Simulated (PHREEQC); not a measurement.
**Phosphoric acid bath (model solution)**

Make-up at 45 °C: 23 mmol/kgw KH2PO4 and 29 mmol/kgw HF. Closed to the air; pH follows from the charge balance.

All values are PHREEQC results (ion-association model, phreeqc.dat), not measurements.

Each row changes one thing in this solution. This is a speciation only: nothing precipitates in the calculation.

```json
[
 {"case": "as made", "pH": "2.75", "ionic strength (mol/kgw)": "0.0250", "H2PO4- (mol/kgw)": "0.0180", "H3PO4 (mol/kgw)": "0.00505", "HPO4-2 (mol/kgw)": "1.10e-6", "KHPO4- (mol/kgw)": "2.64e-8"},
 {"case": "HF left out", "pH": "4.64", "ionic strength (mol/kgw)": "0.0231", "H2PO4- (mol/kgw)": "0.0228", "H3PO4 (mol/kgw)": "8.32e-5", "HPO4-2 (mol/kgw)": "0.000107", "KHPO4- (mol/kgw)": "2.62e-6"},
 {"case": "HF from 0.029 to 0.0058 mol/kgw", "pH": "3.21", "ionic strength (mol/kgw)": "0.0237", "H2PO4- (mol/kgw)": "0.0210", "H3PO4 (mol/kgw)": "0.00203", "HPO4-2 (mol/kgw)": "3.71e-6", "KHPO4- (mol/kgw)": "9.04e-8"},
 {"case": "diluted 100-fold with water", "pH": "3.71", "ionic strength (mol/kgw)": "0.000428", "H2PO4- (mol/kgw)": "0.000222", "H3PO4 (mol/kgw)": "7.71e-6", "HPO4-2 (mol/kgw)": "8.53e-8", "KHPO4- (mol/kgw)": "3.47e-11"},
 {"case": "HF from 0.029 to 0.0319 mol/kgw", "pH": "2.72", "ionic strength (mol/kgw)": "0.0252", "H2PO4- (mol/kgw)": "0.0177", "H3PO4 (mol/kgw)": "0.00530", "HPO4-2 (mol/kgw)": "1.02e-6", "KHPO4- (mol/kgw)": "2.45e-8"}
]
```

At this temperature some constants are extrapolated from 25 °C, and those without enthalpy data are left unchanged.
